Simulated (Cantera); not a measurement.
**Ignition delay**

Mixture: 18.1 % CO, 5.26 % H2, 0.834 % CH4, 14.9 % O2, 60.9 % N2, at 190000 Pa, adiabatic and at constant pressure. Ignition delay is the time to a rise of 400 K.

Cantera simulation using GRI-Mech 3.0 (53 species, 325 reactions); the numbers are that mechanism's predictions, not measurements. Where the delays flatten at high temperature, the 400 K rule measures the pace of heat release, not the induction time.

| T0 (K) | delay (ms) |
|---|---|
| 1125 | 0.119 |
| 1175 | 0.0753 |
| 1225 | 0.0539 |
| 1275 | 0.0416 |
| 1325 | 0.0338 |
| 1375 | 0.0286 |
| 1425 | 0.0250 |
| 1475 | 0.0223 |
| 1525 | 0.0204 |
